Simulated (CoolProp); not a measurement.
Properties of c-C4F8 (RC318) at several states.

Values from CoolProp's reference Helmholtz-energy equation of state, Platzer 1990. This equation is an older, rougher fit.

```csv
T (°C),p (kPa),phase,Z,speed of sound (m/s),isothermal compressibility (1/MPa),viscosity (µPa s),conductivity (mW/(m K)),fugacity coefficient
113.45,56.6,gas,0.9932,…,17.79,…,18.2,0.9932
123.25,24.5,gas,0.9973,131.0,40.93,…,…,0.9973
182.25,34.8,gas,0.9977,…,28.80,…,…,0.9977
```

Task: Fill in the missing entries.

Result: 
- 113.45, speed of sound (m/s): 129.0
- 113.45, viscosity (µPa s): 14.9
- 123.25, viscosity (µPa s): 15.3
- 123.25, conductivity (mW/(m K)): 18.8
- 182.25, speed of sound (m/s): 140.3
- 182.25, viscosity (µPa s): 17.4
- 182.25, conductivity (mW/(m K)): 22.9

Viscosity comes from a separate model (Huber 2003), an estimate that may be off by 10 % or more. Thermal conductivity comes from a separate model (Huber 2003), an estimate that may be off by 10 % or more.
